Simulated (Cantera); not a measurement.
Cantera run, input and output.

```python
import numpy as np
import cantera as ct

gas = ct.Solution("gri30.yaml")
gas.TPX = 550, 50000, {'CH4': 1, 'C2H6': 0.3, 'O2': 5.65, 'N2': 21.2, 'H2O': 0.58}
inlet = ct.Reservoir(gas, clone=True)
gas.equilibrate("HP")  # start burning
reactor = ct.IdealGasConstPressureReactor(gas, energy="on", clone=False)
exhaust = ct.Reservoir(gas, clone=True)
tau = [0.026, 0.012, 0.0054, 0.0025, 0.0011, 0.00051, 0.00023, 0.00011, 4.8e-05, 2.2e-05, 9.9e-06][0]
for a, b in ((inlet, reactor), (reactor, exhaust)):
    ct.MassFlowController(a, b, mdot=lambda t: reactor.mass / tau)
net = ct.ReactorNet([reactor])
show = ['CH4', 'C2H6', 'O2', 'CO', 'NO2']

rows = []
print(f"{'tau/s':>10s}{'T/K':>9s}" + "".join(f"{s:>11s}" for s in show))
for tau in [0.026, 0.012, 0.0054, 0.0025, 0.0011, 0.00051, 0.00023, 0.00011, 4.8e-05, 2.2e-05, 9.9e-06]:
    net.initial_time = 0.0
    net.advance(30 * tau)
    before = gas.X
    net.advance(40 * tau)
    drift = np.max(np.abs(gas.X - before) / (gas.X + 1e-9))
    rows.append([gas.T, *gas[show].X, drift])
    print(f"{tau:10.3e}{gas.T:9.1f}" + "".join(f"{x:11.3e}" for x in gas[show].X))
```

It prints:

```
     tau/s      T/K        CH4       C2H6         O2         CO        NO2
 2.600e-02   1711.5  2.032e-05  1.569e-06  8.986e-02  1.248e-03  6.660e-09
 1.200e-02   1697.3  3.381e-05  2.614e-06  9.005e-02  2.020e-03  4.627e-09
 5.400e-03   1675.7  5.877e-05  4.513e-06  9.049e-02  3.290e-03  3.294e-09
 2.500e-03   1645.5  1.049e-04  7.949e-06  9.135e-02  5.249e-03  2.458e-09
 1.100e-03   1599.3  2.135e-04  1.587e-05  9.325e-02  8.752e-03  1.763e-09
 5.100e-04   1535.0  5.046e-04  3.675e-05  9.730e-02  1.478e-02  1.155e-09
 2.300e-04    550.0  3.481e-02  1.044e-02  1.967e-01 -1.325e-15 -2.928e-20
 1.100e-04    550.0  3.481e-02  1.044e-02  1.967e-01 -1.866e-19 -4.123e-24
 4.800e-05    550.0  3.481e-02  1.044e-02  1.967e-01 -1.179e-20 -2.605e-25
 2.200e-05    550.0  3.481e-02  1.044e-02  1.967e-01 -7.445e-22 -1.645e-26
 9.900e-06    550.0  3.481e-02  1.044e-02  1.967e-01 -4.703e-23 -1.039e-27
```

Computed with Cantera and GRI-Mech 3.0 (53 species, 325 reactions).
